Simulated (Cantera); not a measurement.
Input: 1 mol SiH₄, 0.85 mol HCl, 390 mol H₂, held at 1723 K and 0.00320 bar.

Cantera equilibrium calculation (NASA polynomials, part measured and part estimated; ideal gas, pure solids and liquids). Candidate condensed phases: Si; 19 gas species. Gases not in the tables: Si₂H₆ and higher silanes. Kinetics and transport are ignored.

Base state: H₂ 0.994, H 0.00321, HCl 0.00212, Si 0.000307, SiH 2.49e-5, SiH₂ 1.69e-5, SiCl₂ 1.56e-5 (mole fractions); condensed: Si(l).

What changes in the equilibrium state with this change: H₂ from 390 to 1.1 mol?


```tsv
species	before	after
H₂	0.994	0.834
HCl	0.00212	0.111
SiCl₂	1.56e-5	0.0512
SiCl₃	1.35e-9	0.000253
SiCl	5.15e-6	0.000295
Cl	5.30e-6	0.000304
SiH₂	1.69e-5	1.42e-5
Si(l), mol	0.853	0.794
```
The tables' values for SiCl, SiCl₃ are old estimates; treat these amounts as uncertain.

What changes in the equilibrium state with this change: temperature from 1723 K to 2600 K?


```csv
species,before,after
H₂,0.994,0.511
H,0.00321,0.485
Si,0.000307,0.00190
SiCl₂,1.56e-5,1.60e-9
Cl,5.30e-6,0.000652
SiH₂,1.69e-5,4.62e-7
HCl,0.00212,0.000981
"Si(l), mol",0.853,0
```
